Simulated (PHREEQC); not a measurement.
A made-up water analysis in mmol/kgw, 53 °C, pH 2.14:

```json
[
 {"constituent": "Na", "mmol/kgw": "119"},
 {"constituent": "K", "mmol/kgw": "0.271"},
 {"constituent": "Ca", "mmol/kgw": "3.04"},
 {"constituent": "Mg", "mmol/kgw": "10.6"},
 {"constituent": "Cl", "mmol/kgw": "29.5"},
 {"constituent": "S(6)", "mmol/kgw": "67.5"}
]
```

Valence states are taken as typed.

The numbers come from PHREEQC with the Pitzer model, pitzer.dat.

```json
{
 "ionic_strength": "0.210 mol/kgw",
 "specific_conductance": "26400 µS/cm",
 "density": "0.995 g/cm³",
 "osmotic_coefficient": "0.834",
 "total_alkalinity": "-31.6 meq/kg",
 "charge_balance_error": "4.5 %"
}
```

```
species  molality  activity   log γ
-------  --------  --------  ------
Na+         0.119    0.0853  -0.145
SO4-2      0.0464   0.00965  -0.682
Cl-        0.0295    0.0208  -0.151
HSO4-      0.0211    0.0150  -0.147
Mg+2       0.0106   0.00213  -0.697
H+         0.0105   0.00724  -0.161
Ca+2      0.00304  0.000504  -0.780
```

Precipitation was switched off in this run. At this temperature some constants are extrapolated from 25 °C, and those without enthalpy data are left unchanged.
